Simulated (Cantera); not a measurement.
An isothermal, constant-pressure homogeneous reactor starts with 5.09 % H₂, 75.9 % O₂, 19.0 % N₂, at 1400 K and 28.5 Torr.

Cantera simulation using GRI-Mech 3.0 (53 species, 325 reactions); the numbers are that mechanism's predictions, not measurements. Radical loss at walls, strong at low pressure, is not modelled. The temperature is held fixed by assumption; the heat of reaction is taken as removed at once.

x: mole fraction; the columns are a selection and need not sum to one.

```csv
t (s),x H₂,x O₂,x N₂O,x H,x NO
5.00e-6,0.0509,0.759,<1e-12,1.02e-8,<1e-12
2.46e-5,0.0509,0.759,<1e-12,3.90e-8,<1e-12
0.000121,0.0509,0.759,<1e-12,1.14e-6,<1e-12
0.000592,___,0.719,___,___,___
0.00291,0.000864,0.724,8.75e-9,0.00500,2.14e-7
0.0143,0.000375,0.741,1.21e-8,0.00134,5.11e-7
0.0701,4.37e-5,0.751,1.84e-8,5.11e-5,5.89e-7
0.344,___,0.753,___,___,6.00e-7
1.69,3.28e-7,0.753,1.54e-8,3.35e-8,6.04e-7
8.30,1.41e-7,0.753,4.83e-9,9.49e-9,6.05e-7
40.7,1.40e-7,0.753,4.13e-9,9.41e-9,6.11e-7
200,1.40e-7,0.753,4.13e-9,9.41e-9,6.39e-7
```

**Question.** Complete the blanks.

**Answer.** 
- 0.000592, x H₂: 0.00210
- 0.000592, x N₂O: 1.54e-9
- 0.000592, x H: 0.00784
- 0.000592, x NO: 1.72e-8
- 0.344, x H₂: 3.03e-6
- 0.344, x N₂O: 2.13e-8
- 0.344, x H: 9.31e-7
